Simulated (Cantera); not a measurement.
A perfectly stirred reactor is fed with 6.67 % CH4, 2.33 % H2, 16.3 % O2, 74.7 % N2, at 500000 Pa; it is adiabatic with a 373 K inlet, and is followed from long to short residence time, starting on the burning branch (τ in s: 0.27, 0.091, 0.031, 0.011, 0.0037, 0.0013, 0.00043, 0.00015, 5.1e-05, 1.7e-05, 5.9e-06).

Computed with Cantera and GRI-Mech 3.0 (53 species, 325 reactions).

One state of this run: T (K) = 1965; x CH4 = 6.92e-5; x H2 = 0.00171; x O2 = 0.0202; x NO = 6.68e-5; x CO = 0.00416; x O = 0.000364; x C2H = 2.57e-10. x: mole fraction; the columns are a selection and need not sum to one.

Problem. Which value of τ (s) does it belong to?
A) 0.27
B) 5.9e-6
C) 0.0013
D) 0.091

Solution. C, 0.0013
